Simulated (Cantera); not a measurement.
An adiabatic, constant-volume homogeneous reactor starts with CH4 : O2 : N2 = 1 : 1.67 : 6.27 (molar parts), equivalence ratio 1.2, at 1550 K and 500000 Pa. Integrator tolerance rtol = 1e-08.

Computed with Cantera and GRI-Mech 3.0 (53 species, 325 reactions). Above 3000 K some thermodynamic fits are extrapolated.

What does this change do: constant pressure in place of constant volume?


```json
[
 {"quantity": "time of steepest temperature rise", "before": "0.209 ms", "after": "0.226 ms"},
 {"quantity": "temperature at 0.500 s", "before": "3098 K", "after": "2891 K"},
 {"quantity": "equilibrium temperature", "before": "3098 K", "after": "2891 K"},
 {"quantity": "x(CH4) at 0.500 s", "before": "<1e-12 (gas-phase equilibrium 1.07e-12)", "after": "<1e-12 (gas-phase equilibrium <1e-12)"},
 {"quantity": "x(O2) at 0.500 s", "before": "0.00732 (gas-phase equilibrium 0.00732)", "after": "0.00541 (gas-phase equilibrium 0.00541)"},
 {"quantity": "x(HCO) at 0.500 s", "before": "5.92e-7 (gas-phase equilibrium 5.92e-7)", "after": "2.31e-7 (gas-phase equilibrium 2.31e-7)"},
 {"quantity": "x(O) at 0.500 s", "before": "0.00412 (gas-phase equilibrium 0.00412)", "after": "0.00254 (gas-phase equilibrium 0.00254)"},
 {"quantity": "x(C2H4) at 0.500 s", "before": "<1e-12 (gas-phase equilibrium <1e-12)", "after": "<1e-12 (gas-phase equilibrium <1e-12)"},
 {"quantity": "x(C2H6) at 0.500 s", "before": "<1e-12 (gas-phase equilibrium <1e-12)", "after": "<1e-12 (gas-phase equilibrium <1e-12)"},
 {"quantity": "x(NO) at 0.500 s", "before": "0.00912 (gas-phase equilibrium 0.00912)", "after": "0.00613 (gas-phase equilibrium 0.00613)"}
]
```
